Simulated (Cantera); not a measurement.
**Thermodynamics of boron, boron nitride and boron oxide, feed B2O3 + O2 + N2**

Feed: 1 mol B2O3, 0.32 mol O2, 19 mol N2, held at 2175 K and 0.890 bar.

Method: chemical equilibrium by Gibbs-energy minimisation in Cantera with the NASA 1993 tables (ideal gas, pure condensed phases). Candidate condensed phases: B, BN, B2O3; 17 gas species. Equilibrium is a limit: real reactors are often held back by kinetics, nucleation or transport.

```
Quantity                            Result
-------------------------------  ---------
x(N2)                                0.932
x(B2O3)                             0.0466
x(O2)                               0.0127
x(BO2)                             0.00514
x(NO)                              0.00319
x(O)                              0.000275
x(BO)                              3.50e-5
gas amount                       20.35 mol
log10 activity of B(s) (absent)      -8.21
```
